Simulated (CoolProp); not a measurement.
Properties of cis-2-butene along the isotherm 357 K.

Computed with CoolProp (reference Helmholtz-energy equation of state, Lemmon 2005). It is a short technical equation, of lower accuracy than the large ones.

| p (MPa) | phase | cv (kJ/(kg K)) | speed of sound (m/s) | Joule-Thomson coefficient (K/MPa) | isothermal compressibility (1/MPa) |
|---|---|---|---|---|---|
| 1.77 | liquid | [?] | 667.8 | 0.03033 | 0.006336 |
| 3.53 | liquid | 1.699 | 698.7 | -0.02438 | 0.005640 |
| 5.3 | liquid | 1.698 | 727.1 | -0.06892 | 0.005094 |
| 7.06 | liquid | 1.697 | 753.2 | -0.1057 | 0.004656 |
| 8.83 | liquid | 1.697 | 777.7 | -0.1369 | 0.004293 |
| 10.6 | liquid | 1.697 | 800.7 | -0.1638 | 0.003988 |
| 12.4 | liquid | 1.697 | 822.8 | -0.1875 | 0.003723 |
| 14.1 | liquid | 1.697 | 842.7 | -0.2073 | [?] |
| 15.9 | liquid | 1.697 | [?] | [?] | 0.003305 |
| 17.7 | liquid | 1.698 | [?] | -0.2424 | 0.003128 |
| 19.4 | liquid | 1.698 | 899.1 | -0.2565 | 0.002978 |
| 21.2 | liquid | 1.699 | 916.8 | [?] | 0.002837 |

Question: Some entries are withheld; supply them.

Answer: 
- 1.77, cv (kJ/(kg K)): 1.701
- 14.1, isothermal compressibility (1/MPa): 0.003506
- 15.9, speed of sound (m/s): 862.7
- 15.9, Joule-Thomson coefficient (K/MPa): -0.2258
- 17.7, speed of sound (m/s): 881.8
- 21.2, Joule-Thomson coefficient (K/MPa): -0.2700
